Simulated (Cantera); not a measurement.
**Adiabatic ignition**

An adiabatic, constant-pressure homogeneous reactor starts with CO : H₂ : O₂ : N₂ = 1 : 0.24 : 0.925 : 3.15 (molar parts), equivalence ratio 0.67, at 1325 K and 750 Torr.

Computed with Cantera and GRI-Mech 3.0 (53 species, 325 reactions).

| t (s) | T (K) | x CO | x H₂ | x O₂ | x NO₂ | x HO₂ | x NO | x O |
|---|---|---|---|---|---|---|---|---|
| 2.00e-6 | 1325 | 0.188 | 0.0452 | 0.174 | <1e-12 | 9.62e-9 | <1e-12 | 1.92e-8 |
| 8.53e-6 | 1325 | 0.188 | 0.0452 | 0.174 | <1e-12 | 8.09e-8 | <1e-12 | 2.88e-7 |
| 3.64e-5 | 1349 | 0.184 | 0.0317 | 0.164 | 1.62e-11 | 4.82e-5 | 4.18e-8 | 0.00464 |
| 0.000155 | 2149 | 0.0794 | 0.00398 | 0.0889 | 2.63e-8 | 7.46e-6 | 9.14e-5 | 0.0264 |
| 0.000663 | 2561 | 0.0512 | 0.00206 | 0.0813 | 4.64e-7 | 4.91e-6 | 0.00107 | 0.0103 |
| 0.00283 | 2635 | 0.0433 | 0.00168 | 0.0762 | 3.04e-6 | 6.00e-6 | 0.00652 | 0.00760 |
| 0.0121 | 2627 | 0.0428 | 0.00167 | 0.0724 | 6.55e-6 | 5.69e-6 | 0.0143 | 0.00712 |
| 0.0515 | 2626 | 0.0427 | 0.00167 | 0.0720 | 6.91e-6 | 5.66e-6 | 0.0151 | 0.00707 |
| 0.220 | 2626 | 0.0427 | 0.00167 | 0.0720 | 6.91e-6 | 5.66e-6 | 0.0151 | 0.00707 |
| 0.937 | 2626 | 0.0427 | 0.00167 | 0.0720 | 6.91e-6 | 5.66e-6 | 0.0151 | 0.00707 |
| 4.00 | 2626 | 0.0427 | 0.00167 | 0.0720 | 6.91e-6 | 5.66e-6 | 0.0151 | 0.00707 |
x: mole fraction; the columns are a selection and need not sum to one.

The time of steepest temperature rise is 43.5 µs and the temperature at 4.00 s is 2626 K. The equilibrium temperature comes out as 2626 K and the x(CO) at 4.00 s comes out as 0.0427 (gas-phase equilibrium 0.0427). The x(H₂) at 4.00 s is 0.00167 (gas-phase equilibrium 0.00167) and the x(O₂) at 4.00 s is 0.0720 (gas-phase equilibrium 0.0720).
